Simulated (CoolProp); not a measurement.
A single-stage vapour-compression cycle with ethanol: evaporating at 305.15 K (dew point), condensing at 367.15 K (bubble point), superheat 2 K, subcooling 0 K, compressor efficiency 0.7, no pressure losses. Each further row changes one setting.

Model: reference Helmholtz-energy equation of state, Schroeder 2014, in CoolProp.

```csv
case,cooling COP,pressure ratio,discharge temperature (K),refrigerating effect (kJ/kg),volumetric capacity (kJ/m³)
as stated,2.94,15.6,458.1,743,158
evaporating temperature 310.15 K,3.30,11.9,(withheld),750,205
condensing temperature 362.15 K,(withheld),(withheld),(withheld),759,161
subcooling 5 K,(withheld),15.6,458.1,759,161
superheat 12 K,2.91,15.6,(withheld),(withheld),156
compressor efficiency 0.6,(withheld),15.6,478.8,743,158
```

Task: Fill in the missing entries.

Result: 
- evaporating temperature 310.15 K, discharge temperature (K): 448.9
- condensing temperature 362.15 K, cooling COP: 3.25
- condensing temperature 362.15 K, pressure ratio: 13.0
- condensing temperature 362.15 K, discharge temperature (K): 448.1
- subcooling 5 K, cooling COP: 3.00
- superheat 12 K, discharge temperature (K): 469.3
- superheat 12 K, refrigerating effect (kJ/kg): 758
- compressor efficiency 0.6, cooling COP: 2.52
